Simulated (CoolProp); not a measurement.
The numbers come from the reference Helmholtz-energy equation of state, Leachman 2009 in CoolProp.

**Question.** For normal hydrogen, give the phase and the Joule-Thomson coefficient (K/MPa) at 55.2 K and 1.79 MPa; 437.8 K and 0.186 MPa; 880.9 K and 0.0147 MPa.

**Answer.** 
- 55.2 K and 1.79 MPa: supercritical; Joule-Thomson coefficient 3.54
- 437.8 K and 0.186 MPa: gas; Joule-Thomson coefficient -0.467
- 880.9 K and 0.0147 MPa: gas; Joule-Thomson coefficient -0.589
